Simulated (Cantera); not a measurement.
A closed system holds: 1 mol SiCl4, 3.7 mol NH3, 40 mol N2, at 2075 K and 0.0200 bar.

Method: chemical equilibrium by Gibbs-energy minimisation in Cantera with the NASA 1993 tables (ideal gas, pure condensed phases). Candidate condensed phases: NH4Cl, Si, Si3N4; 28 gas species. The tables' values for SiCl, SiCl3, SiN are old estimates; treat these amounts as uncertain. Kinetics and transport are ignored.

Base state: N2 0.842, H2 0.0873, HCl 0.0431, SiCl2 0.0172, H 0.00557, Cl 0.00203, Si 0.00188, SiCl 0.000811 (mole fractions); condensed: gas only.

What changes in the equilibrium state with this change: NH3 from 3.7 to 2 mol?


```tsv
species	before	after
N2	0.842	0.887
HCl	0.0431	0.0431
H2	0.0873	0.0415
SiCl2	0.0172	0.0198
Si2N	2.41e-5	7.39e-6
SiH	4.49e-5	1.69e-5
Si	0.00188	0.00103
SiN	5.33e-5	2.99e-5
SiCl3	6.32e-5	0.000106
```
